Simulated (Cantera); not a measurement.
**Equilibrium for silicon epitaxy and polysilicon growth: SiHCl₃ + Cl₂ + H₂**

Feed: 1 mol SiHCl₃, 0.059 mol Cl₂, a varied amount of H₂, at 1723.15 K and 7.90 mbar.

Method: chemical equilibrium by Gibbs-energy minimisation in Cantera with the NASA 1993 tables (ideal gas, pure condensed phases). Candidate condensed phases: Si; 19 gas species. The tables' values for SiCl₃, SiCl are old estimates; treat these amounts as uncertain. Gases not in the tables: Si₂H₆ and higher silanes. Kinetics and transport are ignored.

| n(H₂) (mol) | x H₂ | x HCl | x SiCl₂ | x H | x SiCl₃ | x Cl | x SiCl | n Si(l) |
|---|---|---|---|---|---|---|---|---|
| 14 | 0.849 | 0.104 | 0.0442 | 0.00189 | 0.000319 | 0.000180 | 0.000175 | 0.279 |
| 21 | 0.889 | 0.0820 | 0.0262 | 0.00194 | 0.000145 | 0.000138 | 0.000134 | 0.386 |
| 32 | 0.921 | 0.0621 | 0.0145 | 0.00197 | 5.98e-5 | 0.000103 | 1.00e-4 | 0.495 |
| 48 | 0.944 | 0.0463 | 0.00785 | 0.00200 | 2.39e-5 | 7.58e-5 | 7.36e-5 | 0.594 |
| 71 | 0.959 | 0.0341 | 0.00419 | 0.00201 | 9.33e-6 | 5.54e-5 | 5.38e-5 | 0.677 |
| 110 | 0.972 | 0.0237 | 0.00200 | 0.00203 | 3.07e-6 | 3.83e-5 | 3.72e-5 | 0.753 |
| 160 | 0.980 | 0.0171 | 0.00103 | 0.00203 | 1.14e-6 | 2.75e-5 | 2.67e-5 | 0.802 |
| 240 | 0.985 | 0.0118 | 0.000492 | 0.00204 | 3.75e-7 | 1.90e-5 | 1.84e-5 | 0.838 |
| 350 | 0.989 | 0.00833 | 0.000243 | 0.00204 | 1.30e-7 | 1.33e-5 | 1.29e-5 | 0.854 |
| 530 | 0.992 | 0.00562 | 0.000110 | 0.00205 | 3.96e-8 | 8.97e-6 | 8.71e-6 | 0.852 |
| 790 | 0.994 | 0.00382 | 5.07e-5 | 0.00205 | 1.24e-8 | 6.10e-6 | 5.92e-6 | 0.829 |
x: gas mole fraction; n: condensed amount in mol.

From 14 mol H₂ to 790 mol H₂ the condensed part is Si(l). The main Si-bearing gas is SiCl₂ at 14 mol H₂ and Si at 790 mol H₂. The share of Si in condensed phases is highest at 350 mol H₂ (85.4 %) and lowest at 14 mol H₂ (27.9 %).
